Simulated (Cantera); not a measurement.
Feed: 1 mol borazine, 9.9 mol N2.

These are equilibrium values from Cantera (NASA tables, ideal gas, pure condensed phases), not measurements of a reactor. Candidate condensed phases: B, BN; 15 gas species. The feed counts by its element totals alone. Rates play no part.

Question: What condenses at these points (T in K, P in Pa): (2225, 25); (2225, 100000); (1975, 2500); (2025, 6300); (2175, 2500)?

Answer: 
```
T (K)  P in Pa  condensed phases  B condensed (%)
-----  -------  ----------------  ---------------
2225        25                 B             91.7
2225    100000                BN            100.0
1975      2500                BN            100.0
2025      6300                BN            100.0
2175      2500                BN            100.0
```
